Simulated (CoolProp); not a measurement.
Properties of o-xylene at several states.

The numbers come from the reference Helmholtz-energy equation of state, Zhou 2012 in CoolProp.

| T (°C) | p (MPa) | phase | density (kg/m³) |
|---|---|---|---|
| 203.35 | 5.51 | liquid | 720.5 |
| 209.95 | 0.263 | gas | 7.481 |
| 141.55 | 0.399 | liquid | 772.7 |
